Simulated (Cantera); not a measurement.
## Iron carbonyl, mercury and lead vapours: PbO + O₂ + H₂

Input: 1 mol PbO, 0.028 mol O₂, 4.2 mol H₂, at 1123.15 K.

Equilibrium computed with Cantera from the NASA thermochemical tables; the gas is ideal and each condensed phase is pure. Candidate condensed phases: H₂O, Pb, PbO, PbO₂, Pb₃O₄; 12 gas species. Rates play no part.

```tsv
P (Pa)	log p H₂	log p H₂O	log p Pb	log p H	log p Pb₂	log p PbO	n Pb(l)
10	-4.22	-4.69	-4.72	-9.48	-10.49	-10.05	0
36	-3.66	-4.14	-4.16	-9.20	-9.38	-9.49	0
130	-3.08	-3.55	-3.74	-8.91	-8.53	-9.07	0.311
460	-2.48	-2.95	-3.74	-8.61	-8.53	-9.07	0.826
1700	-1.90	-2.37	-3.74	-8.32	-8.53	-9.07	0.954
6000	-1.35	-1.82	-3.74	-8.04	-8.53	-9.07	0.987
22000	-0.78	-1.26	-3.74	-7.76	-8.53	-9.07	0.996
77000	-0.24	-0.71	-3.74	-7.49	-8.53	-9.07	0.999
280000	0.32	-0.15	-3.74	-7.21	-8.53	-9.07	1.000
1000000	0.87	0.40	-3.74	-6.93	-8.53	-9.07	1.000
```
log p: log10 of the partial pressure in bar; n: condensed amount in mol.

From 10.0 Pa to 36.0 Pa nothing is condensed. From 1.30 mbar to 10.0 bar the condensed part is Pb(l). The main Pb-bearing gas is Pb throughout.
